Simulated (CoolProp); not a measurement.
Values from CoolProp's reference Helmholtz-energy equation of state, Guder 2009.

Question: For sulfur hexafluoride, give the phase and the cp (kJ/(kg K)), speed of sound (m/s), viscosity (µPa s) at 5.05 °C and 0.101 MPa; 72.45 °C and 0.101 MPa.

Answer: 
- 5.05 °C and 0.101 MPa: gas; cp 0.636, speed of sound 130, viscosity 14.3
- 72.45 °C and 0.101 MPa: gas; cp 0.737, speed of sound 145, viscosity 17.4

Viscosity comes from a separate model (Quiñones-Cisneros 2012).
